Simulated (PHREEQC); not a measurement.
# Spent oxide etchant

Consider water at 25 °C with 41 mmol/kgw HF, 0.7 mmol/kgw (NH4)2SiF6, 0.45 mmol/kgw HBF4 and 36 mmol/kgw H2SO4. Closed to the air; pH follows from the charge balance.

All values are PHREEQC results (ion-association model, phreeqc.dat), not measurements.

Each row changes one thing in this solution. No solid was allowed to form.

| case | pH | ionic strength (mol/kgw) | HSO4- (mol/kgw) | SO4-2 (mol/kgw) | F- (mol/kgw) | HF2- (mol/kgw) |
|---|---|---|---|---|---|---|
| as made | 1.38 | 0.0623 | 0.0245 | 0.0114 | 0.000821 | 0.000126 |
| temperature from 25 to 60 °C | 1.44 | 0.0521 | 0.0294 | 0.00651 | 0.000475 | 8.43e-5 |
| (NH4)2SiF6 left out | 1.38 | 0.0601 | 0.0246 | 0.0114 | 0.000819 | 0.000125 |
| (NH4)2SiF6 replaced by Cu(BF4)2 at the same molality | 1.38 | 0.0617 | 0.0244 | 0.0113 | 0.000820 | 0.000125 |
| 0.03 mol/kgw CO2 added | 1.38 | 0.0623 | 0.0245 | 0.0114 | 0.000821 | 0.000126 |

Complexes and solids missing from the database can't appear. Away from 25 °C the constants follow the database's enthalpies or fits; those with neither stay at their 25 °C values. SiF6-2 is the database's only silicon fluoride. Real BF4- forms and hydrolyses slowly; the run takes it at equilibrium.
